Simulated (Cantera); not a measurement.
Cantera run, input and output.

```python
import numpy as np
import cantera as ct

gas = ct.Solution("gri30.yaml", transport_model="multicomponent")
show = ['NH3', 'H2O', 'H']

rows = []
print(f"{'T/K':>7s}{'rho':>11s}{'cp':>10s}{'mu':>11s}{'lambda':>11s}{'Pr':>7s}" + "".join(f"{'D_' + s:>11s}" for s in show))
for T in [400, 600, 800, 1000, 1200, 1400, 1600, 1800]:
    gas.TPX = T, 18, {'H2O': 0.96, 'O2': 0.37}
    Pr = gas.cp_mass * gas.viscosity / gas.thermal_conductivity
    D = [gas.mix_diff_coeffs_mole[gas.species_index(s)] for s in show]
    rows.append([gas.density, gas.cp_mass, gas.viscosity, gas.thermal_conductivity, Pr, *D])
    print(f"{T:7g}{gas.density:11.4e}{gas.cp_mass:10.1f}{gas.viscosity:11.4e}"
          f"{gas.thermal_conductivity:11.4e}{Pr:7.3f}" + "".join(f"{d:11.4e}" for d in D))
print("SI units: kg/m3, J/kg/K, Pa s, W/m/K, m2/s")
```

It prints:

```
    T/K        rho        cp         mu     lambda     Pr      D_NH3      D_H2O        D_H
    400 1.1856e-04    1511.7 1.7283e-05 3.7456e-02  0.698 2.0249e-01 2.2484e-01 1.2542e+00
    600 7.9037e-05    1604.3 2.5346e-05 5.9444e-02  0.684 4.5401e-01 4.7982e-01 2.6396e+00
    800 5.9278e-05    1704.9 3.2991e-05 8.2686e-02  0.680 7.9138e-01 8.0543e-01 4.3981e+00
   1000 4.7422e-05    1803.7 4.0215e-05 1.0674e-01  0.680 1.2044e+00 1.1925e+00 6.4834e+00
   1200 3.9519e-05    1898.6 4.7053e-05 1.3138e-01  0.680 1.6857e+00 1.6351e+00 8.8653e+00
   1400 3.3873e-05    1983.8 5.3542e-05 1.5605e-01  0.681 2.2297e+00 2.1289e+00 1.1522e+01
   1600 2.9639e-05    2059.6 5.9718e-05 1.8051e-01  0.681 2.8319e+00 2.6709e+00 1.4438e+01
   1800 2.6346e-05    2126.6 6.5609e-05 2.0456e-01  0.682 3.4888e+00 3.2587e+00 1.7601e+01
SI units: kg/m3, J/kg/K, Pa s, W/m/K, m2/s
```

Detailed kinetics in Cantera: GRI-Mech 3.0 (53 species, 325 reactions). Polar gases are described roughly by these parameters.
